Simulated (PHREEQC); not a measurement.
A solution holds 0.72 mol/kgw CaCl2, 0.002 mol/kgw Na2B4O7 and 0.14 mol/kgw MgCl2, at 35 °C. Closed to the air; pH follows from the charge balance.

The numbers come from PHREEQC with the Pitzer model, pitzer.dat.

No solid was allowed to form.

Estimate the pH.

pH 7.81.

In which forms is B present?

B(OH)3 50 %, CaB(OH)4+ 32 %, B(OH)4- 14 %, MgB(OH)4+ 3.5 % of the B.

In brines, pH and single-ion activities rest on the MacInnes convention.
